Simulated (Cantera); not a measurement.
Charge: 1 mol Si, 0.016 mol N2O, 1.2 mol N2, 0.012 mol CO2, held at 2000 K and 1.00 bar.

Cantera equilibrium calculation (NASA polynomials, part measured and part estimated; ideal gas, pure solids and liquids). Candidate condensed phases: C, Si, SiC, SiO2, Si2N2O, Si3N4; 34 gas species. Mutual solubility and eutectic melting of coexisting phases are not modelled. Rates play no part.

Base state: N2 0.986, CO 0.0107, SiO 0.00305, Si 1.32e-5 (mole fractions); condensed: SiC(s) + Si2N2O(s) + Si3N4(s).

Question: What changes in the equilibrium state with this change: pressure from 1.00 bar to 13.3 mbar?

Answer: 
```json
[
 {"species": "N2", "before": "0.986", "after": "0.965"},
 {"species": "SiO", "before": "0.00305", "after": "0.0240"},
 {"species": "CO", "before": "0.0107", "after": "0.00775"},
 {"species": "Si", "before": "1.32e-5", "after": "0.00327"},
 {"species": "Si2", "before": "4.14e-8", "after": "3.39e-5"},
 {"species": "Si2C", "before": "3.62e-7", "after": "8.95e-5"},
 {"species": "SiC(s), mol", "before": "0.00585", "after": "0.00212"},
 {"species": "Si2N2O(s), mol", "before": "0.0321", "after": "0"},
 {"species": "Si3N4(s), mol", "before": "0.309", "after": "0"},
 {"species": "Si(l), mol", "before": "0", "after": "0.963"}
]
```
The tables' values for SiN are old estimates; treat these amounts as uncertain.

Question: What changes in the equilibrium state with this change: temperature from 2000 K to 1873.15 K?

Answer: 
| species | before | after |
|---|---|---|
| N2 | 0.986 | 0.994 |
| CO | 0.0107 | 0.00578 |
| SiO | 0.00305 | 0.000301 |
| Si | 1.32e-5 | 8.12e-7 |
| SiC(s), mol | 0.00585 | 0.00870 |
| Si2N2O(s), mol | 0.0321 | 0.0365 |
| Si3N4(s), mol | 0.309 | 0.306 |
